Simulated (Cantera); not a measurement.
Charge: 1 mol Si, 1.1 mol Cl₂, 64 mol H₂, equilibrated at 400 °C and 10.0 mbar.

These are equilibrium values from Cantera (NASA tables, ideal gas, pure condensed phases), not measurements of a reactor. Candidate condensed phases: Si; 19 gas species. Kinetics and transport are ignored.

What is the equilibrium state?


```
Property        Value
----------  ---------
x(H₂)           0.991
x(SiCl₄)      0.00640
x(SiHCl₃)     0.00268
x(HCl)       0.000299
x(SiH₂Cl₂)    6.93e-5
n(Si(s))    0.409 mol
gas amount  64.51 mol
```
